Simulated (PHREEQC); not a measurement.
4.9 g of hydrous ferric oxide (600 m²/g; 0.2 weak and 0.005 strong sites per Fe, Dzombak-Morel constants, diffuse double layer) in 1 kg of water with 0.005 mol/kgw of an inert sodium salt and 1.2e-05 mol H3BO3, 0.00058 mol Na2HAsO4 and 4.5e-05 mol MnCl2, at 25 °C; the pH is set by adding NaOH or the inert anion's acid. The system is closed to oxygen. The system is closed to CO2. Nothing may precipitate in this run.

Base run: PHREEQC, ion-association model, wateq4f.dat. Each further column changes one thing. The table gives B sorbed (%).

```csv
pH,base,no electrostatic term (-no_edl)
4,1.6,0.0
4.75,2.3,0.0
5.12,2.6,0.0
5.88,2.9,…
6.25,3.0,…
7,3.0,…
7.75,3.0,2.9
8.12,2.9,3.0
8.88,2.2,1.5
9.25,1.5,…
10,0.5,0.0
```

### Question
What belongs in the gaps?

### Answer

- 5.88, no electrostatic term (-no_edl): 0.2
- 6.25, no electrostatic term (-no_edl): 0.4
- 7, no electrostatic term (-no_edl): 1.4
- 9.25, no electrostatic term (-no_edl): 0.7

The database has no arsenate complexes of Mn.
